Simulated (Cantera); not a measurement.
A closed system holds: 1 mol (CH3)2SiCl2, 860 mol H2, at 10000 Pa.

These are equilibrium values from Cantera (NASA tables, ideal gas, pure condensed phases), not measurements of a reactor. Candidate condensed phases: C, C6H6, C7H8, C8H18, Si, SiC; 109 gas species. The feed counts by its element totals alone. Rates play no part. All values below are at 1823 K.

Base state: H2 0.996, HCl 0.00231, H 0.00137, C2H2 (acetylene) 0.000211, CH4 7.08e-5 (mole fractions); condensed: C(graphite) + SiC(s).

Problem. What changes in the equilibrium state with this change: (CH3)2SiCl2 replaced by SiCl4?

Solution. 
```csv
species,before,after
H2,0.996,0.994
HCl,0.00231,0.00450
H,0.00137,0.00137
C2H2 (acetylene),0.000211,0
SiCl2,4.29e-7,6.12e-5
CH4,7.08e-5,0
Si,1.18e-6,4.42e-5
SiH,3.98e-7,1.49e-5
SiH2,9.35e-7,3.49e-5
"C(graphite), mol",0.575,0
"SiC(s), mol",0.997,0
"Si(l), mol",0,0.861
```
Gases not in the tables: Si2H6 and higher silanes.
